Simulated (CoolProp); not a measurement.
Model: reference Helmholtz-energy equation of state, Lemmon 2006, in CoolProp. It is a short technical equation, of lower accuracy than the large ones.

Q: Give the vapour pressure (bar), liquid density (kg/m³), vapour density (kg/m³), liquid cp (kJ/(kg K)) of saturated carbon monoxide at 97.8, 118.5 K.

A: 
```
T (K)  p (bar)  liquid density (kg/m³)  vapour density (kg/m³)  liquid cp (kJ/(kg K))
-----  -------  ----------------------  ----------------------  ---------------------
97.8      4.61                     717                    18.0                   2.27
118.5     17.3                     587                    71.6                   3.05
```
